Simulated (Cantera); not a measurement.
Cantera with NASA thermochemical tables; ideal gases at 1 bar, condensed phases pure. Values are per mole of reaction as written; species without (g) are pure solids or liquids, kept so even where they would boil at 1 bar.

2 PbO(g) + C ⇌ CO2(g) + 2 Pb(g)

```json
[
 {"T (K)": "300", "ΔH° (kJ)": "-143.7", "ΔS° (J/K)": "78.8", "ΔG° (kJ)": "-167.3", "log10 K": "29.13"},
 {"T (K)": "1173", "ΔH° (kJ)": "___", "ΔS° (J/K)": "___", "ΔG° (kJ)": "___", "log10 K": "___"},
 {"T (K)": "1323", "ΔH° (kJ)": "___", "ΔS° (J/K)": "___", "ΔG° (kJ)": "___", "log10 K": "___"},
 {"T (K)": "1473", "ΔH° (kJ)": "-142.6", "ΔS° (J/K)": "80.8", "ΔG° (kJ)": "-261.6", "log10 K": "9.28"},
 {"T (K)": "1623", "ΔH° (kJ)": "-142.2", "ΔS° (J/K)": "81.1", "ΔG° (kJ)": "-273.8", "log10 K": "8.81"},
 {"T (K)": "1773", "ΔH° (kJ)": "-141.4", "ΔS° (J/K)": "81.5", "ΔG° (kJ)": "-286.0", "log10 K": "8.43"},
 {"T (K)": "1923", "ΔH° (kJ)": "-140.4", "ΔS° (J/K)": "82.1", "ΔG° (kJ)": "-298.3", "log10 K": "8.10"}
]
```

**Question.** Complete the blanks.

**Answer.** 
- 1173, ΔH° (kJ): -142.9
- 1173, ΔS° (J/K): 80.6
- 1173, ΔG° (kJ): -237.5
- 1173, log10 K: 10.57
- 1323, ΔH° (kJ): -142.9
- 1323, ΔS° (J/K): 80.6
- 1323, ΔG° (kJ): -249.5
- 1323, log10 K: 9.85
